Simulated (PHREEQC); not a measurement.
**Brine (model solution)**

Make-up at 25 °C: 1.8 mol/kgw Na2CO3, 0.55 mol/kgw H3BO3 and 0.7 mol/kgw NaCl. Closed to the air; pH follows from the charge balance.

Model: Pitzer model, pitzer.dat, run in PHREEQC.

Each row changes one thing in this solution. No solid was allowed to form.

| case | pH | ionic strength (mol/kgw) | CO3-2 (mol/kgw) | HCO3- (mol/kgw) | CO2 (mol/kgw) | SI of Nahcolite (NaHCO3) | SI of Natron (Na2CO3:10H2O) |
|---|---|---|---|---|---|---|---|
| as made | 9.93 | 5.78 | 1.41 | 0.387 | 1.29e-5 | -0.29 | -0.36 |
| diluted 5-fold with water | 10.04 | 1.12 | 0.260 | ? | 9.48e-6 | ? | -1.47 |
| diluted 2-fold with water | ? | ? | 0.678 | 0.222 | 1.48e-5 | -0.65 | -0.80 |
| H3BO3 left out | 11.81 | 6.09 | 1.79 | 0.00727 | 3.20e-9 | -2.01 | -0.19 |
| NaCl left out | 10.01 | 5.07 | 1.41 | 0.388 | 1.28e-5 | -0.41 | -0.43 |

### Question
What belongs in the gaps?

### Answer

- diluted 5-fold with water, HCO3- (mol/kgw): 0.0997
- diluted 5-fold with water, SI of Nahcolite (NaHCO3): -1.18
- diluted 2-fold with water, pH: 9.95
- diluted 2-fold with water, ionic strength (mol/kgw): 2.84

Complexes and solids missing from the database can't appear. Some of these states are supersaturated (in Borax, for instance). In brines, pH and single-ion activities rest on the MacInnes convention.
